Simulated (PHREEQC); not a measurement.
Dissolve 0.0039 mol KNO3 per kg of water at 33 °C. Closed to the air; pH follows from the charge balance.

Computed with PHREEQC (ion-association model, phreeqc.dat).

```json
{
  "ionic_strength": "0.00390 mol/kgw",
  "specific_conductance": "641 µS/cm"
}
```

```tsv
species	molality	activity	log γ
K+	0.00390	0.00364	-0.030
NO3-	0.00390	0.00364	-0.030
H+	1.44e-7	1.35e-7	-0.027
OH-	1.44e-7	1.34e-7	-0.030
```

Precipitation was switched off in this run. Complexes and solids missing from the database can't appear.
